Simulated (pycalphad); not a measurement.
Computed with pycalphad from the COST 507 light-alloy database (1999), at 1 atm. The data set is of 1999 and partly superseded. Amounts are mole fractions of atoms.

**Question.** Give the equilibrium state of Si-1.87C (at.%) at 2000 K.

**Answer.** liquid, fraction 0.964, with 0.05 C at.%; CSI, fraction 0.036, with 50.0 C at.%.

**Question.** Give the equilibrium state of Si-1.87C (at.%) at 1000 K.

**Answer.** diamond (Si), fraction 0.963, with <0.01 C at.%; CSI, fraction 0.037, with 50.0 C at.%.

Database names, with the compositions (at.%) that they take in these runs: CSI: Si 50 C 50.
